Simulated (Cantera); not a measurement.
Charge: 1 mol Si, 0.017 mol O₂, a varied amount of H₂, equilibrated at 1648 K and 7.40 bar.

Method: chemical equilibrium by Gibbs-energy minimisation in Cantera with the NASA 1993 tables (ideal gas, pure condensed phases). Candidate condensed phases: H₂O, Si, SiO₂; 18 gas species. The numbers say what is thermodynamically allowed, not how fast it happens.

Task: At 91 mol H₂, list the 3 most abundant gas species with their mole fractions, and the condensed phases.

Result: H₂ 1.000, SiO 0.000367, H 3.27e-5. Condensed: Si(s).
